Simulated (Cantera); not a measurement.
N2O furnace oxynitridation

An isothermal, constant-pressure homogeneous reactor starts with 2.96 % N2O, 0.0805 % H2, 97.0 % N2, at 1075 K and 1.00 bar.

Computed with Cantera and GRI-Mech 3.0 (53 species, 325 reactions). GRI-Mech 3.0 was tuned for natural gas; its chemistry of N2O as a main component is partial and can be far from experiment. The mechanism lacks 2 NO + O2 → 2 NO2 and HONO, so NO2 and the effect of NO are under-described below about 1400 K.

```json
[
 {"t (s)": "0.000400", "x N2O": "0.0296", "x H2": "0.000805", "x NO": "1.15e-8", "x OH": "7.74e-8", "x H2O": "1.77e-7", "x N2": "0.970"},
 {"t (s)": "0.000930", "x N2O": "0.0296", "x H2": "0.000804", "x NO": "4.50e-8", "x OH": "2.33e-7", "x H2O": "1.39e-6", "x N2": "0.970"},
 {"t (s)": "0.00216", "x N2O": "0.0296", "x H2": "0.000796", "x NO": "1.76e-7", "x OH": "5.68e-7", "x H2O": "8.73e-6", "x N2": "0.970"},
 {"t (s)": "0.00503", "x N2O": "0.0295", "x H2": "0.000759", "x NO": "7.27e-7", "x OH": "1.15e-6", "x H2O": "4.49e-5", "x N2": "0.970"},
 {"t (s)": "0.0117", "x N2O": "0.0294", "x H2": "0.000625", "x NO": "2.52e-6", "x OH": "1.90e-6", "x H2O": "0.000178", "x N2": "0.970"},
 {"t (s)": "0.0272", "x N2O": "0.0291", "x H2": "0.000337", "x NO": "5.75e-6", "x OH": "2.22e-6", "x H2O": "0.000467", "x N2": "0.970"},
 {"t (s)": "0.0632", "x N2O": "0.0288", "x H2": "9.69e-5", "x NO": "9.36e-6", "x OH": "1.50e-6", "x H2O": "0.000707", "x N2": "0.970"},
 {"t (s)": "0.147", "x N2O": "0.0286", "x H2": "1.76e-5", "x NO": "1.48e-5", "x OH": "8.33e-7", "x H2O": "0.000787", "x N2": "0.970"},
 {"t (s)": "0.342", "x N2O": "0.0284", "x H2": "1.41e-6", "x NO": "2.69e-5", "x OH": "6.08e-7", "x H2O": "0.000803", "x N2": "0.971"},
 {"t (s)": "0.795", "x N2O": "0.0278", "x H2": "1.11e-8", "x NO": "5.52e-5", "x OH": "6.13e-7", "x H2O": "0.000805", "x N2": "0.971"},
 {"t (s)": "1.85", "x N2O": "0.0267", "x H2": "3.36e-9", "x NO": "0.000118", "x OH": "6.35e-7", "x H2O": "0.000804", "x N2": "0.971"},
 {"t (s)": "4.30", "x N2O": "0.0242", "x H2": "2.71e-9", "x NO": "0.000249", "x OH": "6.32e-7", "x H2O": "0.000803", "x N2": "0.973"},
 {"t (s)": "10.0", "x N2O": "0.0195", "x H2": "1.95e-9", "x NO": "0.000482", "x OH": "5.94e-7", "x H2O": "0.000801", "x N2": "0.975"}
]
```
x: mole fraction; the columns are a selection and need not sum to one.

Equilibrium at this temperature and pressure: N2O 1.69e-9, H2 4.70e-12, NO 1.97e-5, OH 2.05e-8, H2O 0.000794, N2 0.985 (gas phase only).
